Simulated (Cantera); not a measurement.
## Thermodynamics of metals in furnace atmospheres, feed Ti + H₂O + H₂

Charge: 1 mol Ti, a varied amount of H₂O, 19 mol H₂, held at 10000 Pa.

Cantera equilibrium calculation (NASA polynomials, part measured and part estimated; ideal gas, pure solids and liquids). Candidate condensed phases: H₂O, Ti, TiO, TiO₂, Ti₂O₃, Ti₃O₅, Ti₄O₇; 12 gas species. Each liquid is taken as pure. Mutual solubility and eutectic melting of coexisting phases are not modelled. TiO: taken at fixed stoichiometry. Condensed phases not in the tables: Magnéli phases beyond Ti₄O₇, N, O or C dissolved in the metal. The numbers say what is thermodynamically allowed, not how fast it happens.

Stable condensed phases:

```
T in K \ n(H₂O) in mol
         0.17 0.26  0.4 0.62 0.95  1.5  2.3  3.5
   2048     A    A    A    A    A    B    C    C
   1948     A    A    A    A    A    B    D    D
   1848     A    A    A    A    A    B    D    C
   1748     A    A    A    A    A    B    E    F
   1648     A    A    A    A    A    B    C    G
   1548     A    A    A    A    A    B    F    G
   1448     A    A    A    A    A    B    G    G
   1348     A    A    A    A    A    H    G    G
   1248     A    A    A    A    A    H    G    G
   1148     A    A    A    A    A    H    G    G
```

A: Ti + TiO; B: TiO + Ti₂O₃; C: Ti₄O₇; D: Ti₃O₅; E: Ti₃O₅ + Ti₄O₇; F: TiO₂ + Ti₄O₇; G: TiO₂; H: Ti₂O₃.
